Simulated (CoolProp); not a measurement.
Saturation properties of tetrahydrofuran.

Values from CoolProp's reference Helmholtz-energy equation of state, Fiedler 2023.

| T (K) | p (kPa) | vapour density (kg/m³) | enthalpy of vaporisation (kJ/kg) | liquid cp (kJ/(kg K)) |
|---|---|---|---|---|
| 312.1 | 38.64 | 1.088 | 435.9 | 1.776 |
| 330 | 74.79 | (withheld) | 423.0 | 1.847 |
| 347.9 | 133.8 | (withheld) | (withheld) | (withheld) |
| 365.8 | 224.0 | 5.595 | 395.6 | 2.000 |
| 383.8 | 356.2 | 8.664 | 380.6 | 2.082 |
| 401.7 | (withheld) | 12.88 | 364.4 | 2.169 |
| 419.6 | 785.8 | 18.59 | 346.7 | 2.263 |
| 437.5 | 1108 | 26.20 | 327.1 | 2.368 |
| 455.4 | 1519 | 36.37 | 304.9 | 2.491 |
| 473.3 | 2034 | 50.08 | 279.2 | (withheld) |
| 491.3 | (withheld) | 69.31 | 248.2 | 2.881 |
| 509.2 | 3461 | 98.01 | (withheld) | 3.323 |

Q: Fill in the missing entries.

A: 
- 330, vapour density (kg/m³): 2.010
- 347.9, vapour density (kg/m³): 3.454
- 347.9, enthalpy of vaporisation (kJ/kg): 409.7
- 347.9, liquid cp (kJ/(kg K)): 1.921
- 401.7, p (kPa): 539.4
- 473.3, liquid cp (kJ/(kg K)): 2.649
- 491.3, p (kPa): 2676
- 509.2, enthalpy of vaporisation (kJ/kg): 208.4

It boils at 339.1 K under 1 atm.
